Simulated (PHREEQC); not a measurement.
Dissolve 3.4 mol NaBr and 0.36 mol NaHCO3 per kg of water at 20 °C. Closed to the air; pH follows from the charge balance.

Equilibrium calculation in PHREEQC: Pitzer model, pitzer.dat.

No solid was allowed to form.

Question: Estimate the pH.

Answer: pH 7.39.

Question: In which forms is C present?

Answer: HCO3- 97 %, CO2 1.6 %, CO3-2 1.6 % of the C.

Species that the database lacks are ignored. In brines, pH and single-ion activities rest on the MacInnes convention.
